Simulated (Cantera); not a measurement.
An isothermal, constant-pressure homogeneous reactor starts with NO : N₂ = 1 : 12 (molar parts), at 1625 K and 85000 Pa. Integrator tolerance rtol = 1e-08.

Computed with Cantera and GRI-Mech 3.0 (53 species, 325 reactions).

Question: What does this change do: temperature 1625 to 2150 K?

Answer: 
```csv
quantity,before,after
x(NO) at 1.00 s,0.0765 (gas-phase equilibrium 0.00101),0.0180 (gas-phase equilibrium 0.00513)
x(NO₂) at 1.00 s,1.63e-5 (gas-phase equilibrium 1.50e-6),8.50e-6 (gas-phase equilibrium 2.66e-6)
x(N₂) at 1.00 s,0.923 (gas-phase equilibrium 0.961),0.952 (gas-phase equilibrium 0.959)
x(O₂) at 1.00 s,0.000200 (gas-phase equilibrium 0.0380),0.0292 (gas-phase equilibrium 0.0357)
x(N₂O) at 1.00 s,2.18e-6 (gas-phase equilibrium 6.13e-8),4.12e-7 (gas-phase equilibrium 2.91e-7)
x(O) at 1.00 s,6.19e-7 (gas-phase equilibrium 4.14e-6),0.000367 (gas-phase equilibrium 0.000403)
```
